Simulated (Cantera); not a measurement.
A Cantera script and its output.

```python
import numpy as np
import cantera as ct

gas = ct.Solution("gri30.yaml")
gas.TPX = 1550, 200000, {'CH4': 1, 'CO2': 3.6}
reactor = ct.IdealGasConstPressureReactor(gas, energy="off", clone=False)
net = ct.ReactorNet([reactor])
net.rtol, net.atol = 1e-08, 1e-18
show = ['CH4', 'CO2', 'O', 'CH3', 'C2H6']
times = np.geomspace(0.0002, 30, 15)

steps = ct.SolutionArray(gas, extra=["t"])
rows = []
print(f"{'t/s':>10s}{'T/K':>9s}{'P/Pa':>11s}" + "".join(f"{s:>11s}" for s in show))
for t in times:
    while net.time < t:
        t_next = net.step()
        steps.append(gas.state, t=t_next)
    rows.append([np.interp(t, steps.t, y) for y in (steps.T, steps.P, *steps(*show).X.T)])
    print(f"{t:10.3e}{rows[-1][0]:9.1f}{rows[-1][1]:11.4g}" + "".join(f"{x:11.3e}" for x in rows[-1][2:]))
rate = np.gradient(steps.T, steps.t)
print("integrator steps:", len(steps.t))
if steps.T.max() > steps.T[0] + 200:
    print(f"time of steepest temperature rise: {steps.t[rate.argmax()]:.4e} s")
gas.TPX = 1550, 200000, {'CH4': 1, 'CO2': 3.6}
gas.equilibrate("TP")
print(f"equilibrium (TP): T = {gas.T:.1f} K  " + "  ".join(f"{s} {gas[s].X[0]:.3e}" for s in show))
```

Result:

```
       t/s      T/K       P/Pa        CH4        CO2          O        CH3       C2H6
 2.000e-04   1550.0      2e+05  2.171e-01  7.826e-01  2.198e-13  1.074e-04  5.154e-05
 4.685e-04   1550.0      2e+05  2.168e-01  7.825e-01  2.432e-13  1.353e-04  1.736e-04
 1.098e-03   1550.0      2e+05  2.159e-01  7.823e-01  3.126e-13  1.784e-04  4.382e-04
 2.572e-03   1550.0      2e+05  2.132e-01  7.814e-01  5.522e-13  2.314e-04  8.707e-04
 6.024e-03   1550.0      2e+05  2.060e-01  7.774e-01  1.179e-12  2.531e-04  1.094e-03
 1.411e-02   1550.0      2e+05  1.904e-01  7.638e-01  1.906e-12  2.175e-04  7.898e-04
 3.306e-02   1550.0      2e+05  1.632e-01  7.296e-01  2.546e-12  1.739e-04  4.856e-04
 7.746e-02   1550.0      2e+05  1.212e-01  6.569e-01  3.432e-12  1.358e-04  2.891e-04
 1.815e-01   1550.0      2e+05  6.672e-02  5.372e-01  4.704e-12  9.490e-05  1.399e-04
 4.251e-01   1550.0      2e+05  2.562e-02  4.261e-01  5.964e-12  4.839e-05  3.452e-05
 9.960e-01   1550.0      2e+05  1.512e-02  3.528e-01  7.141e-12  2.727e-05  1.055e-05
 2.333e+00   1550.0      2e+05  1.179e-02  2.928e-01  9.055e-12  1.781e-05  4.534e-06
 5.466e+00   1550.0      2e+05  7.191e-03  2.494e-01  1.351e-11  9.594e-06  1.338e-06
 1.281e+01   1550.0      2e+05  2.554e-03  2.282e-01  1.770e-11  3.205e-06  1.505e-07
 3.000e+01   1550.0      2e+05  3.067e-04  2.228e-01  1.821e-11  3.794e-07  2.095e-09
integrator steps: 2072
equilibrium (TP): T = 1550.0 K  CH4 6.026e-08  CO2 2.222e-01  O 1.874e-11  CH3 7.562e-11  C2H6 1.136e-16
```

Detailed kinetics in Cantera: GRI-Mech 3.0 (53 species, 325 reactions).
